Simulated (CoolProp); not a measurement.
Vapour-liquid equilibrium of benzene (1) + ethylbenzene (2) at 345.6 K; x and y are mole fractions of (1).

Computed with CoolProp (multi-fluid Helmholtz-energy mixture model, Thol 2012 and Zhou 2012; pair parameters Bell 2016).

```json
[
 {"x": "0.05", "bubble pressure (kPa)": "15.17", "y at the bubble point": "0.217", "dew pressure at overall composition x (kPa)": "13.01", "liquid density (mol/L)": "7.839"},
 {"x": "0.15", "bubble pressure (kPa)": "20.78", "y at the bubble point": "0.488", "dew pressure at overall composition x (kPa)": "14.22", "liquid density (mol/L)": "8.070"},
 {"x": "0.25", "bubble pressure (kPa)": "26.73", "y at the bubble point": "0.649", "dew pressure at overall composition x (kPa)": "15.69", "liquid density (mol/L)": "8.311"},
 {"x": "0.35", "bubble pressure (kPa)": "33.05", "y at the bubble point": "0.756", "dew pressure at overall composition x (kPa)": "17.49", "liquid density (mol/L)": "8.564"},
 {"x": "0.45", "bubble pressure (kPa)": "39.71", "y at the bubble point": "0.830", "dew pressure at overall composition x (kPa)": "19.76", "liquid density (mol/L)": "8.828"},
 {"x": "0.55", "bubble pressure (kPa)": "46.68", "y at the bubble point": "0.883", "dew pressure at overall composition x (kPa)": "22.72", "liquid density (mol/L)": "9.105"},
 {"x": "0.65", "bubble pressure (kPa)": "53.90", "y at the bubble point": "0.923", "dew pressure at overall composition x (kPa)": "26.76", "liquid density (mol/L)": "9.395"},
 {"x": "0.75", "bubble pressure (kPa)": "61.27", "y at the bubble point": "0.953", "dew pressure at overall composition x (kPa)": "32.63", "liquid density (mol/L)": "9.699"},
 {"x": "0.85", "bubble pressure (kPa)": "68.70", "y at the bubble point": "0.976", "dew pressure at overall composition x (kPa)": "42.05", "liquid density (mol/L)": "10.02"},
 {"x": "0.95", "bubble pressure (kPa)": "76.05", "y at the bubble point": "0.993", "dew pressure at overall composition x (kPa)": "60.41", "liquid density (mol/L)": "10.35"}
]
```

No azeotrope shows between x = 0.05 and 0.95.

The pair parameters rest on a limited set of measurements; away from them the model extrapolates.
